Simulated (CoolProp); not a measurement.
The numbers come from the reference Helmholtz-energy equation of state, Span 1996 in CoolProp.

Question: For carbon dioxide, give the phase and the Z, cv (kJ/(kg K)), speed of sound (m/s), Joule-Thomson coefficient (K/MPa) at 392.9 K and 76.9 bar; 477.3 K and 76.9 bar.

Answer: 
- 392.9 K and 76.9 bar: supercritical; Z 0.849, cv 0.809, speed of sound 285, Joule-Thomson coefficient 5.07
- 477.3 K and 76.9 bar: supercritical; Z 0.936, cv 0.837, speed of sound 328, Joule-Thomson coefficient 3.15
